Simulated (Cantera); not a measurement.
An isothermal, constant-pressure homogeneous reactor starts with NO : N₂ : H₂O = 1 : 16 : 0.02 (molar parts), at 1925 K and 750 Torr.

Cantera simulation using GRI-Mech 3.0 (53 species, 325 reactions); the numbers are that mechanism's predictions, not measurements.

x: mole fraction; the columns are a selection and need not sum to one.

| t (s) | x NO | x N₂ | x O₂ | x NO₂ | x O | x N₂O |
|---|---|---|---|---|---|---|
| 8.00e-6 | 0.0588 | 0.940 | 4.36e-12 | 4.03e-10 | 1.76e-8 | 1.81e-8 |
| 3.31e-5 | 0.0588 | 0.940 | 7.08e-11 | (withheld) | 6.65e-8 | 7.36e-8 |
| 0.000137 | 0.0588 | 0.940 | 1.10e-9 | (withheld) | 2.12e-7 | 2.83e-7 |
| 0.000566 | 0.0588 | 0.940 | 2.48e-8 | (withheld) | 6.23e-7 | 8.84e-7 |
| 0.00234 | 0.0587 | 0.940 | 1.72e-6 | (withheld) | 2.41e-6 | 1.53e-6 |
| 0.00967 | 0.0587 | 0.940 | 3.11e-5 | (withheld) | 3.70e-6 | 1.52e-6 |
| 0.0400 | 0.0585 | 0.940 | 0.000120 | (withheld) | 5.40e-6 | 1.52e-6 |
| 0.165 | 0.0577 | 0.941 | 0.000500 | (withheld) | 9.51e-6 | 1.50e-6 |
| 0.684 | 0.0544 | 0.942 | 0.00213 | (withheld) | 1.82e-5 | 1.37e-6 |
| 2.83 | 0.0416 | 0.949 | 0.00854 | (withheld) | 3.50e-5 | 8.55e-7 |
| 11.7 | 0.0137 | 0.963 | 0.0225 | (withheld) | 5.57e-5 | 2.21e-7 |
| 48.4 | 0.00264 | 0.968 | 0.0280 | 1.89e-6 | 6.19e-5 | 1.58e-7 |
| 200 | 0.00251 | 0.968 | 0.0281 | 1.80e-6 | 6.20e-5 | 1.58e-7 |

### Question
What belongs in the gaps?

### Answer

- 3.31e-5, x NO₂: 6.06e-9
- 0.000137, x NO₂: 6.62e-8
- 0.000566, x NO₂: 4.00e-7
- 0.00234, x NO₂: 1.89e-6
- 0.00967, x NO₂: 2.33e-6
- 0.0400, x NO₂: 3.41e-6
- 0.165, x NO₂: 6.11e-6
- 0.684, x NO₂: 1.12e-5
- 2.83, x NO₂: 1.67e-5
- 11.7, x NO₂: 8.80e-6
